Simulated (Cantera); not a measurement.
A freely propagating, adiabatic, planar premixed flame of H2 : O2 : N2 = 1 : 0.278 : 1.04 (molar parts), equivalence ratio 1.8, unburnt at 598 K and 0.132 atm; mixture-averaged transport, grid criteria slope 0.08 and curve 0.16, no radiation.

Cantera simulation using the H2/O2 subset of GRI-Mech 3.0, which has no nitrogen chemistry; the numbers are that mechanism's predictions, not measurements. Burning velocities carry a grid error of a few per cent, more on coarse grids.

Question: What does this change do: O2 0.278 to 0.36 parts?

Answer: 
| quantity | before | after |
|---|---|---|
| laminar burning velocity | 689 cm/s | 779 cm/s |
| thermal thickness | 6.09 mm | 5.71 mm |
| peak x(O) | 0.00655 | 0.0128 |
| peak x(HO2) | 4.34e-5 | 5.32e-5 |
| peak x(H2O2) | 5.36e-7 | 7.02e-7 |

Question: What does this change do: inlet temperature 598 to 325 K?

Answer: 
```json
[
 {"quantity": "laminar burning velocity", "before": "689 cm/s", "after": "275 cm/s"},
 {"quantity": "thermal thickness", "before": "6.09 mm", "after": "5.10 mm"},
 {"quantity": "peak x(O)", "before": "0.00655", "after": "0.00483"},
 {"quantity": "peak x(HO2)", "before": "4.34e-5", "after": "0.000125"},
 {"quantity": "peak x(H2O2)", "before": "5.36e-7", "after": "3.83e-5"}
]
```
